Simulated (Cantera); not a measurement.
Feed: 1 mol Fe, 0.16 mol H2S, 14 mol H2, at 0.800 bar.

Equilibrium computed with Cantera from the NASA thermochemical tables; the gas is ideal and each condensed phase is pure. Candidate condensed phases: Fe, FeS, FeS2, S; 8 gas species. Metal and sulfide melt together well below either melting point, which pure phases cannot show. Mutual solubility and eutectic melting of coexisting phases are not modelled. FeS: taken at fixed stoichiometry. Rates play no part.

Problem. Which condensed phases are stable at each of these points (T (K)): 1325, 1400, 1475, 1550, 1625, 1700, 1775, 1850, 1925, 2000?

Solution. 
| T (K) | condensed phases | Fe condensed (%) |
|---|---|---|
| 1325 | Fe(γ) + FeS(s) | 100.0 |
| 1400 | Fe(γ) + FeS(s) | 100.0 |
| 1475 | Fe(γ) | 100.0 |
| 1550 | Fe(γ) | 100.0 |
| 1625 | Fe(γ) | 100.0 |
| 1700 | Fe(δ) | 100.0 |
| 1775 | Fe(δ) | 100.0 |
| 1850 | Fe(l) | 99.9 |
| 1925 | Fe(l) | 99.7 |
| 2000 | Fe(l) | 99.4 |

From 1325 K to 1400 K the condensed part is Fe(γ) + FeS(s). From 1475 K to 1625 K the condensed part is Fe(γ). From 1700 K to 1775 K the condensed part is Fe(δ). From 1850 K to 2000 K the condensed part is Fe(l).
